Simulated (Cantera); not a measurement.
Charge: 1 mol SiO₂, 0.85 mol SiCl₄, 5.9 mol H₂, at 12.0 Pa.

Cantera equilibrium calculation (NASA polynomials, part measured and part estimated; ideal gas, pure solids and liquids). Candidate condensed phases: H₂O, Si, SiO₂; 30 gas species. The tables hold silica as quartz up to 1696 K and as liquid above; real silica turns to tridymite and cristobalite and melts near 1996 K. Rates play no part.

Question: At 1725 K, list the 4 most abundant gas species with their mole fractions, and the condensed phases.

Answer: H₂ 0.432, HCl 0.352, SiO 0.189, H 0.0111. Condensed: SiO₂(condensed).
